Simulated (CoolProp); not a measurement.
A single-stage vapour-compression cycle with the fluid: evaporating at 210.15 K (dew point), condensing at 279.15 K (bubble point), superheat 8 K, subcooling 2 K, compressor efficiency 0.6, no pressure losses. The same conditions are run with several fluids, on thermodynamics alone (safety and materials aside).

Values from CoolProp's reference Helmholtz-energy equation of state of each fluid (R152A: Outcalt 1996; R143a: Lemmon and Jacobsen 2000; hydrogen chloride: Thol 2018; hydrogen sulfide: Lemmon 2006; R125: Lemmon 2005; R115: Lemmon 2016).

```csv
fluid,cooling COP,pressure ratio,discharge temperature (K),refrigerating effect (kJ/kg),volumetric capacity (kJ/m³)
R152A,1.40,26.4,398.8,260,118
R143a,1.32,16.5,352.1,151,322
hydrogen chloride,1.21,9.87,536.1,304,1980
hydrogen sulfide,1.31,13.9,531.1,421,711
R125,1.25,17.6,332.0,99.1,307
R115,1.23,17.5,314.8,74.5,196
```
